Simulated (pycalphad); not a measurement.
Source of the numbers: pycalphad with the COST 507 light-alloy database (1999); pressure 1 atm. The data set is of 1999 and partly superseded. Phase fractions are per mole of atoms.

### Question
Give the equilibrium state of Si-45.43Y (wt.%) at 1210 K.

### Answer
```
T = 1210.00 K, P = 101325 Pa, N = 1 mol of atoms
G = -85837 J/mol, H = -22126 J/mol, S = 52.65 J/(mol K)  (SER reference)
chemical potentials (J/mol): Si -40870, Y -256851
phase             fraction      x(Si)       x(Y)
SI2Y_R              0.6246     0.6667     0.3333
DIAMOND_A4          0.3754     1.0000       none
```

### Question
Give the equilibrium state of Si-45.43Y (wt.%) at 1650 K.

### Answer
```
T = 1650.00 K, P = 101325 Pa, N = 1 mol of atoms
G = -115319 J/mol, H = 36223 J/mol, S = 91.84 J/(mol K)  (SER reference)
chemical potentials (J/mol): Si -76973, Y -261152
phase             fraction      x(Si)       x(Y)
LIQUID              0.7910     0.8249     0.1751
SI2Y_H              0.2090     0.6667     0.3333
```

Database names, with the compositions (at.%) that they take in these runs: SI2Y_H: Si 67 Y 33; SI2Y_R: Si 67 Y 33. DIAMOND_A4 is diamond (Si). An entry "none" or "no" means that the model of the phase leaves that element out.
